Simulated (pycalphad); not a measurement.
All values are pycalphad results on the COST 507 light-alloy database (1999) (1 atm), not direct measurements. The database dates from 1999; later assessments differ in places, in temperatures and in the compounds included. Kinetics are ignored, which matters at the lower temperatures.

### Question
How does the equilibrium phase assembly of Al-29.81N (wt.%) change on cooling from 2900 K to 500 K?

### Answer
| T (K) | phases above | phases below |
|---|---|---|
| 2721.5 | gas | gas + liquid |
| 2707.8 | gas + liquid | ALN + liquid |
| 933.3 | ALN + liquid | ALN + fcc |
Changes were sought between steps of 100 K, so a narrower field can be missed. At the top of the range, 2900 K, the alloy is not yet fully liquid: it holds gas.

Database names, with the compositions (at.%) that they take in these runs: ALN: Al 50 N 50.
